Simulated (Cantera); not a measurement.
## TiO₂ + CH₄ + CO + C (carbothermic reduction)

Input: 1 mol TiO₂, a varied amount of CH₄, 1.3 mol CO, 0.73 mol C, at 1123 K and 0.128 Torr.

Equilibrium computed with Cantera from the NASA thermochemical tables; the gas is ideal and each condensed phase is pure. Candidate condensed phases: C, C₆H₆, C₇H₈, C₈H₁₈, H₂O, Ti, TiC, TiO, TiO₂, Ti₂O₃, Ti₃O₅, Ti₄O₇; 113 gas species. Mutual solubility and eutectic melting of coexisting phases are not modelled. TiC: taken at fixed stoichiometry. Equilibrium is a limit: real reactors are often held back by kinetics, nucleation or transport.

```csv
n(CH₄) (mol),x CO,x H₂,x CO₂,x H₂O,x H,x CH₄,x C₂H₂ (acetylene),n TiC(s),n Ti₂O₃(s),n C(graphite)
0.34,0.759,0.241,8.51e-6,2.95e-6,1.60e-6,2.01e-7,2.56e-9,0.228,0.386,0
0.81,0.599,0.401,6.11e-6,4.47e-6,2.07e-6,4.83e-7,3.21e-9,0.416,0.292,0
1.3,0.511,0.489,4.89e-6,5.11e-6,2.28e-6,6.54e-7,3.23e-9,0.612,0.194,0
1.8,0.456,0.544,4.17e-6,5.44e-6,2.41e-6,7.56e-7,3.14e-9,0.812,0.0940,0
2.2,0.425,0.575,3.78e-6,5.58e-6,2.48e-6,8.09e-7,3.05e-9,0.972,0.0140,0
2.7,0.379,0.621,1.48e-6,2.64e-6,2.57e-6,1.92e-6,1.37e-8,1.00,0,0.430
3.2,0.340,0.660,1.19e-6,2.52e-6,2.65e-6,2.17e-6,1.45e-8,1.00,0,0.930
3.7,0.308,0.692,9.76e-7,2.39e-6,2.72e-6,2.39e-6,1.52e-8,1.00,0,1.43
4.1,0.287,0.713,8.45e-7,2.30e-6,2.76e-6,2.54e-6,1.57e-8,1.00,0,1.83
4.6,0.264,0.736,7.15e-7,2.18e-6,2.80e-6,2.70e-6,1.62e-8,1.00,0,2.33
```
x: gas mole fraction; n: condensed amount in mol.

From 0.34 mol CH₄ to 2.2 mol CH₄ the condensed part is TiC(s) + Ti₂O₃(s). From 2.7 mol CH₄ to 4.6 mol CH₄ the condensed part is C(graphite) + TiC(s).
